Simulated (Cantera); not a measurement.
Feed: 1 mol B2O3, 2.4 mol HF, 8.4 mol H2, held at 1498 K and 19.0 Pa.

Cantera equilibrium calculation (NASA polynomials, part measured and part estimated; ideal gas, pure solids and liquids). Candidate condensed phases: B, B2O3, B3O3H3, H2O; 43 gas species. Equilibrium is a limit: real reactors are often held back by kinetics, nucleation or transport.

Base state: H2 0.711, BOF 0.134, HF 0.0691, H2O 0.0505, HBO2 0.0334, H 0.00105, B2O3 0.000811, HBO 0.000254 (mole fractions); condensed: gas only.

**Question.** What changes in the equilibrium state with this change: temperature from 1498 K to 773.15 K?

**Answer.** 
```tsv
species	before	after
H2	0.711	0.797
HF	0.0691	0.0806
H2O	0.0505	0.0735
BOF	0.134	6.53e-6
BF3	2.24e-5	0.0461
HBO2	0.0334	1.01e-6
H	0.00105	<1e-9
B2O3	0.000811	<1e-9
B2O3(l), mol	0	0.710
```
